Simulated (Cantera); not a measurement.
A perfectly stirred reactor is fed with H2 : O2 : N2 = 1.1 : 1 : 1.4 (molar parts), equivalence ratio 0.55, at 0.178 atm; it is held at 975 K, and followed from long to short residence time.

Computed with Cantera and the H2/O2 subset of GRI-Mech 3.0, which has no nitrogen chemistry. The temperature is held fixed by assumption; the heat of reaction is taken as removed at once.

One state of this run: x H2 = 0.0660; x O2 = 0.180; x OH = 0.00102; x H2O2 = 3.83e-6; x O = 0.00137; x HO2 = 8.49e-5; x H = 0.00466. x: mole fraction; the columns are a selection and need not sum to one.

Q: Which value of τ (s) does it belong to?
A. 0.0016
B. 0.0067
C. 0.00079
D. 0.057

A: A, 0.0016
